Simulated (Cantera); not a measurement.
A Cantera script and its output.

```python
import numpy as np
import cantera as ct

gas = ct.Solution("gri30.yaml")
gas.TPX = 550, 430000, {'CH4': 1, 'O2': 2.41, 'N2': 10.6}
flame = ct.FreeFlame(gas, width=0.014)
flame.set_refine_criteria(ratio=3, slope=0.08, curve=0.16)
flame.transport_model = "mixture-averaged"
flame.solve(loglevel=0, auto=True)
z, T = flame.grid, flame.T
thick = (T[-1] - T[0]) / np.gradient(T, z).max()
show = ['CH4', 'O2', 'CO2', 'HO2', 'NO', 'C2H']
print(f"laminar burning velocity  {flame.velocity[0] * 100:.3f} cm/s")
print(f"burnt temperature         {T[-1]:.1f} K")
print(f"thermal thickness         {thick * 1e3:.4f} mm")
print(f"grid points               {len(z)}")
z0 = z[flame.heat_release_rate.argmax()]
print(f"{'z/mm':>9s}{'T/K':>9s}{'u/(m/s)':>9s}" + "".join(f"{s:>11s}" for s in show))
rows = []
for k in (-3, -2, -1.5, -1, -0.5, -0.25, 0, 0.25, 0.5, 1, 2, 4, 8):
    zz = z0 + k * thick
    rows.append([k * thick, np.interp(zz, z, T), np.interp(zz, z, flame.velocity),
                 *(np.interp(zz, z, flame.X[gas.species_index(s)]) for s in show)])
    print(f"{rows[-1][0] * 1e3:9.3f}{rows[-1][1]:9.1f}{rows[-1][2]:9.3f}" + "".join(f"{x:11.3e}" for x in rows[-1][3:]))
```

Output:

```
laminar burning velocity  36.371 cm/s
burnt temperature         2079.0 K
thermal thickness         0.1745 mm
grid points               144
     z/mm      T/K  u/(m/s)        CH4         O2        CO2        HO2         NO        C2H
   -0.523    551.6    0.365  7.121e-02  1.718e-01  5.652e-06  1.944e-07  1.034e-09  2.234e-24
   -0.349    558.3    0.370  7.069e-02  1.712e-01  3.987e-05  1.096e-06  6.087e-09  3.648e-22
   -0.262    578.4    0.384  6.935e-02  1.697e-01  1.874e-04  4.165e-06  2.504e-08  2.633e-20
   -0.174    673.9    0.449  6.355e-02  1.621e-01  1.310e-03  2.247e-05  1.758e-07  3.427e-17
   -0.087   1043.2    0.699  4.208e-02  1.295e-01  8.886e-03  1.048e-04  1.759e-06  1.808e-12
   -0.044   1387.6    0.934  2.202e-02  9.584e-02  1.932e-02  1.628e-04  4.192e-06  5.993e-10
    0.000   1730.5    1.165  3.922e-03  5.848e-02  3.555e-02  1.064e-04  7.645e-06  4.127e-08
    0.044   1877.3    1.258  1.155e-04  4.079e-02  5.057e-02  2.658e-05  1.145e-05  9.800e-09
    0.087   1939.8    1.295  2.130e-06  3.576e-02  5.867e-02  1.587e-05  1.397e-05  1.664e-10
    0.174   2003.9    1.332  1.644e-09  3.242e-02  6.484e-02  8.652e-06  1.697e-05  7.261e-14
    0.349   2049.8    1.359  6.274e-14  3.056e-02  6.818e-02  3.958e-06  2.006e-05  2.625e-18
    0.698   2072.0    1.372  1.444e-15  2.981e-02  6.973e-02  2.017e-06  2.290e-05  3.152e-22
    1.396   2078.4    1.376  2.457e-16  2.962e-02  7.019e-02  1.570e-06  2.618e-05  1.462e-23
```

Cantera simulation using GRI-Mech 3.0 (53 species, 325 reactions); the numbers are that mechanism's predictions, not measurements. Burning velocities carry a grid error of a few per cent, more on coarse grids.
